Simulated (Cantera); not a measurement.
**Thermodynamics of tantalum, niobium, vanadium and zirconium in process gases, feed Zr + N2O + N2**

Input: 1 mol Zr, 5.5 mol N2O, 12 mol N2, equilibrated at 630000 Pa.

These are equilibrium values from Cantera (NASA tables, ideal gas, pure condensed phases), not measurements of a reactor. Candidate condensed phases: Zr, ZrN, ZrO2; 13 gas species. Rates play no part.

```
T (K)   x N2    x O2      x NO       x O    x NO2  n ZrO2(monoclinic)  n ZrO2(tetragonal)
-----  -----  ------  --------  --------  -------  ------------------  ------------------
1123   0.909  0.0909   7.37e-5  5.28e-10  3.07e-6                1.00                   0
1323   0.909  0.0907  0.000324   3.19e-8  5.30e-6                1.00                   0
1523   0.909  0.0904  0.000963   6.61e-7  7.96e-6                   0                1.00
1723   0.908  0.0898   0.00222   6.79e-6  1.09e-5                   0                1.00
1923   0.907  0.0887   0.00429   4.29e-5  1.39e-5                   0                1.00
2123   0.905  0.0872   0.00727  0.000192  1.68e-5                   0                1.00
2323   0.903  0.0849    0.0112  0.000658  1.95e-5                   0                1.00
2523   0.900  0.0819    0.0160   0.00185  2.18e-5                   0               1.000
```
x: gas mole fraction; n: condensed amount in mol.

From 1123 K to 1323 K the condensed part is ZrO2(monoclinic). From 1523 K to 2523 K the condensed part is ZrO2(tetragonal).
